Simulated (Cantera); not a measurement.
Feed: 1 mol NaCl, 13 mol H2, 110 mol N2, held at 7.80 Pa.

Method: chemical equilibrium by Gibbs-energy minimisation in Cantera with the NASA 1993 tables (ideal gas, pure condensed phases). Candidate condensed phases: NH4Cl, Na, NaCl; 17 gas species. Kinetics and transport are ignored.

Q: At 550 °C, list the 4 most abundant gas species with their mole fractions, and the condensed phases.

A: N2 0.891, H2 0.105, NaCl 0.00277, Na2Cl2 0.000653. Condensed: NaCl(s).
